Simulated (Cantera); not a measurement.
What does this Cantera script print?

```python
import numpy as np
import cantera as ct

gas = ct.Solution("gri30.yaml")
gas.TPX = 300, 190000, {'H2': 1, 'O2': 0.676, 'N2': 2.54}
inlet = ct.Reservoir(gas, clone=True)
gas.equilibrate("HP")  # start burning
reactor = ct.IdealGasConstPressureReactor(gas, energy="on", clone=False)
exhaust = ct.Reservoir(gas, clone=True)
tau = [0.023, 0.011, 0.0053, 0.0026, 0.0012, 0.0006, 0.00029, 0.00014, 6.8e-05, 3.3e-05, 1.6e-05, 7.6e-06][0]
for a, b in ((inlet, reactor), (reactor, exhaust)):
    ct.MassFlowController(a, b, mdot=lambda t: reactor.mass / tau)
net = ct.ReactorNet([reactor])
show = ['H2', 'O2', 'N2O', 'NO', 'H2O', 'HO2']

rows = []
print(f"{'tau/s':>10s}{'T/K':>9s}" + "".join(f"{s:>11s}" for s in show))
for tau in [0.023, 0.011, 0.0053, 0.0026, 0.0012, 0.0006, 0.00029, 0.00014, 6.8e-05, 3.3e-05, 1.6e-05, 7.6e-06]:
    net.initial_time = 0.0
    net.advance(30 * tau)
    before = gas.X
    net.advance(40 * tau)
    drift = np.max(np.abs(gas.X - before) / (gas.X + 1e-9))
    rows.append([gas.T, *gas[show].X, drift])
    print(f"{tau:10.3e}{gas.T:9.1f}" + "".join(f"{x:11.3e}" for x in gas[show].X))
```

It prints:

```
     tau/s      T/K         H2         O2        N2O         NO        H2O        HO2
 2.300e-02   2082.1  9.060e-04  4.655e-02  4.065e-07  1.863e-04  2.658e-01  3.165e-06
 1.100e-02   2076.1  1.272e-03  4.654e-02  4.707e-07  1.246e-04  2.650e-01  3.854e-06
 5.300e-03   2066.2  1.891e-03  4.654e-02  5.254e-07  8.956e-05  2.636e-01  5.102e-06
 2.600e-03   2051.0  2.865e-03  4.661e-02  5.398e-07  6.694e-05  2.617e-01  7.170e-06
 1.200e-03   2025.7  4.512e-03  4.685e-02  5.032e-07  4.958e-05  2.585e-01  1.082e-05
 6.000e-04   1991.9  6.674e-03  4.733e-02  4.426e-07  3.930e-05  2.544e-01  1.582e-05
 2.900e-04   1941.4  9.771e-03  4.825e-02  3.732e-07  3.341e-05  2.487e-01  2.331e-05
 1.400e-04   1871.7  1.377e-02  4.978e-02  3.099e-07  3.082e-05  2.411e-01  3.350e-05
 6.800e-05   1781.0  1.870e-02  5.218e-02  2.555e-07  2.845e-05  2.317e-01  4.658e-05
 3.300e-05   1667.2  2.521e-02  5.602e-02  2.058e-07  2.338e-05  2.199e-01  6.365e-05
 1.600e-05   1523.7  3.713e-02  6.342e-02  1.505e-07  1.449e-05  2.027e-01  8.963e-05
 7.600e-06    300.0  2.372e-01  1.603e-01 -3.423e-22 -1.559e-20 -1.365e-15 -9.457e-18
```

Cantera simulation using GRI-Mech 3.0 (53 species, 325 reactions); the numbers are that mechanism's predictions, not measurements.
